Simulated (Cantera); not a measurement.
## Equilibrium for chlorosilane synthesis and conversion: SiCl₄ + HCl + H₂

Feed: 1 mol SiCl₄, 0.81 mol HCl, 14 mol H₂, held at 0.133 bar.

These are equilibrium values from Cantera (NASA tables, ideal gas, pure condensed phases), not measurements of a reactor. Candidate condensed phases: Si; 19 gas species. The tables' values for SiCl₃, SiCl are old estimates; treat these amounts as uncertain. Equilibrium is a limit: real reactors are often held back by kinetics, nucleation or transport.

| T (°C) | log p H₂ | log p HCl | log p SiCl₄ | log p SiCl₂ | log p SiHCl₃ |
|---|---|---|---|---|---|
| 325 | -0.93 | -2.17 | -2.07 | <-12 | -5.42 |
| 425 | -0.93 | -2.16 | -2.08 | -11.93 | -4.54 |
| 525 | -0.93 | -2.16 | -2.08 | -9.10 | -3.91 |
| 625 | -0.93 | -2.14 | -2.09 | -6.95 | -3.44 |
| 725 | -0.93 | -2.11 | -2.12 | -5.29 | -3.10 |
| 825 | -0.93 | -2.06 | -2.17 | -4.03 | -2.88 |
| 925 | -0.94 | -1.98 | -2.27 | -3.14 | -2.81 |
| 1025 | -0.95 | -1.85 | -2.47 | -2.61 | -2.92 |
| 1125 | -0.97 | -1.75 | -2.82 | -2.33 | -3.20 |
| 1225 | -0.98 | -1.69 | -3.30 | -2.20 | -3.58 |
| 1325 | -0.98 | -1.67 | -3.84 | -2.15 | -3.99 |
| 1425 | -0.98 | -1.66 | -4.35 | -2.13 | -4.39 |
log p: log10 of the partial pressure in bar; nothing condenses.

From 325 °C to 1425 °C nothing is condensed. The main Si-bearing gas is SiCl₄ at 325 °C and SiCl₂ at 1425 °C.
